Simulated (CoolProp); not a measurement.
Vapour-liquid equilibrium of n-hexane (1) + p-xylene (2) at 3.53 bar; x and y are mole fractions of (1).

The numbers come from the multi-fluid Helmholtz-energy mixture model, Thol 2019 and Zhou 2012; pair parameters Bell 2016 in CoolProp.

### Question
Give the bubble temperature and the first vapour's composition at x = 0.35, 0.725, 0.8. Is there an azeotrope?

### Answer
x = 0.35: 421.2 K, y = 0.727; x = 0.725: 399.0 K, y = 0.925; x = 0.8: 395.7 K, y = 0.948. No azeotrope shows between x = 0.05 and 0.95.

Pair parameters are fitted to limited data, so mixtures are less certain than the pure fluids.
